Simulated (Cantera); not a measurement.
**Equilibrium for thermal oxidation and active oxidation of silicon: Si + N2O + N2**

A closed system holds: 1 mol Si, a varied amount of N2O, 750 mol N2, equilibrated at 650 °C and 11.0 Pa.

Equilibrium computed with Cantera from the NASA thermochemical tables; the gas is ideal and each condensed phase is pure. Candidate condensed phases: Si, SiO2, Si2N2O, Si3N4; 16 gas species. Rates play no part.

```json
[
 {"n(N2O) (mol)": "0.32", "log p N2": "-3.96", "log p O2": "<-15", "log p NO": "<-15", "n Si2N2O(s)": "0.320", "n Si3N4(s)": "0.120", "n SiO2(β-quartz)": "0"},
 {"n(N2O) (mol)": "0.64", "log p N2": "-3.96", "log p O2": "<-15", "log p NO": "<-15", "n Si2N2O(s)": "0.453", "n Si3N4(s)": "0", "n SiO2(β-quartz)": "0.0933"},
 {"n(N2O) (mol)": "0.96", "log p N2": "-3.96", "log p O2": "<-15", "log p NO": "<-15", "n Si2N2O(s)": "0.347", "n Si3N4(s)": "0", "n SiO2(β-quartz)": "0.307"},
 {"n(N2O) (mol)": "1.3", "log p N2": "-3.96", "log p O2": "<-15", "log p NO": "<-15", "n Si2N2O(s)": "0.233", "n Si3N4(s)": "0", "n SiO2(β-quartz)": "0.533"},
 {"n(N2O) (mol)": "1.6", "log p N2": "-3.96", "log p O2": "<-15", "log p NO": "<-15", "n Si2N2O(s)": "0.133", "n Si3N4(s)": "0", "n SiO2(β-quartz)": "0.733"},
 {"n(N2O) (mol)": "1.9", "log p N2": "-3.96", "log p O2": "<-15", "log p NO": "<-15", "n Si2N2O(s)": "0.0333", "n Si3N4(s)": "0", "n SiO2(β-quartz)": "0.933"},
 {"n(N2O) (mol)": "2.2", "log p N2": "-3.96", "log p O2": "-7.84", "log p NO": "-10.41", "n Si2N2O(s)": "0", "n Si3N4(s)": "0", "n SiO2(β-quartz)": "1.00"},
 {"n(N2O) (mol)": "2.5", "log p N2": "-3.96", "log p O2": "-7.44", "log p NO": "-10.21", "n Si2N2O(s)": "0", "n Si3N4(s)": "0", "n SiO2(β-quartz)": "1.00"}
]
```
log p: log10 of the partial pressure in bar; n: condensed amount in mol.

At 0.32 mol N2O the condensed part is Si2N2O(s) + Si3N4(s). From 0.64 mol N2O to 1.9 mol N2O the condensed part is SiO2(β-quartz) + Si2N2O(s). From 2.2 mol N2O to 2.5 mol N2O the condensed part is SiO2(β-quartz).
